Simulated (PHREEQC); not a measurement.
# Nickel, zinc or cadmium bath: speciation

Solution (25 °C): 12 mmol/kgw ZnCl2, 21 mmol/kgw NaOH and 56 mmol/kgw HCl. It is in equilibrium with CO2 at log p = -3.4 (atm). Otherwise closed; pH follows from the charge balance.

Computed with PHREEQC (ion-association model, phreeqc.dat).

Each row changes one thing in this solution. Precipitation was switched off in this run.

```csv
case,pH,ionic strength (mol/kgw),HCO3- (mol/kgw),SI of Halite (NaCl)
as made,1.54,0.0900,2.60e-10,-4.56
HCl from 0.056 to 0.28 mol/kgw,…,0.311,4.10e-11,…
temperature from 25 to 55 °C,1.54,0.0867,…,-4.60
ZnCl2 left out,1.53,0.0560,2.46e-10,…
temperature from 25 to 90 °C,1.54,…,8.56e-11,-4.65
NaOH from 0.021 to 0.0315 mol/kgw,1.69,0.0900,3.72e-10,-4.39
temperature from 25 to 20 °C,1.54,0.0904,2.79e-10,-4.56
```

Question: What belongs in the gaps?

Answer: 
- HCl from 0.056 to 0.28 mol/kgw, pH: 0.69
- HCl from 0.056 to 0.28 mol/kgw, SI of Halite (NaCl): -4.07
- temperature from 25 to 55 °C, HCO3- (mol/kgw): 1.62e-10
- ZnCl2 left out, SI of Halite (NaCl): -4.68
- temperature from 25 to 90 °C, ionic strength (mol/kgw): 0.0811

Constants without temperature data keep their 25 °C values here.
